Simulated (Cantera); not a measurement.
An adiabatic, constant-volume homogeneous reactor starts with C₂H₄ : O₂ : N₂ : H₂O = 1 : 2.73 : 10.3 : 0.5 (molar parts), equivalence ratio 1.1, at 1025 K and 0.247 atm. Integrator tolerance rtol = 1e-08.

Cantera simulation using GRI-Mech 3.0 (53 species, 325 reactions); the numbers are that mechanism's predictions, not measurements. GRI-Mech 3.0 was tuned for natural gas; its chemistry of ethylene as a main component is partial and can be far from experiment.

**Question.** What does this change do: 0.02 parts H2 added?

**Answer.** 
```
quantity                                                            before                                    after
---------------------------------  ---------------------------------------  ---------------------------------------
time of steepest temperature rise                                  43.1 ms                                  31.0 ms
temperature at 0.300 s                                              2749 K                                   2749 K
equilibrium temperature                                             2749 K                                   2749 K
x(C₂H₄) at 0.300 s                   <1e-12 (gas-phase equilibrium <1e-12)    <1e-12 (gas-phase equilibrium <1e-12)
x(O₂) at 0.300 s                     0.0170 (gas-phase equilibrium 0.0170)    0.0168 (gas-phase equilibrium 0.0168)
x(H₂O) at 0.300 s                      0.126 (gas-phase equilibrium 0.126)      0.126 (gas-phase equilibrium 0.126)
x(HCN) at 0.300 s                  1.90e-9 (gas-phase equilibrium 1.90e-9)  1.94e-9 (gas-phase equilibrium 1.94e-9)
x(H₂) at 0.300 s                     0.0204 (gas-phase equilibrium 0.0204)    0.0208 (gas-phase equilibrium 0.0208)
```
